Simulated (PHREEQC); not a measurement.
Phosphoric acid bath

A solution holds 0.0024 mol/kgw KH2PO4, 0.0013 mol/kgw HCl and 0.001 mol/kgw H3AsO4, at 25 °C. Closed to the air; pH follows from the charge balance.

Model: ion-association model, wateq4f.dat, run in PHREEQC.

Each row changes one thing in this solution. No solid was allowed to form.

```
case                                                    pH  ionic strength (mol/kgw)  H2AsO4- (mol/kgw)  HAsO4-2 (mol/kgw)
----------------------------------------------  ----------  ------------------------  -----------------  -----------------
as made                                               2.81                   0.00405           0.000776            4.25e-8
KH2PO4 left out                                       2.71                   0.00203           0.000731            3.03e-8
KH2PO4 replaced by K2SiO3 at the same molality        9.93                   0.00585            1.30e-6           0.000971
diluted 10-fold with water                            3.67                  0.000459         (withheld)            3.34e-8
KH2PO4 from 0.0024 to 0.024 mol/kgw             (withheld)                    0.0246           0.000913            1.78e-7
```

### Question
Some entries are withheld; supply them.

### Answer

- diluted 10-fold with water, H2AsO4- (mol/kgw): 9.60e-5
- KH2PO4 from 0.0024 to 0.024 mol/kgw, pH: 3.25

Some of these states are supersaturated (in Quartz (slow to form), Chalcedony (slow to form), for instance). H3PO4, which wateq4f.dat lacks, is added to it with the constant of phreeqc.dat.
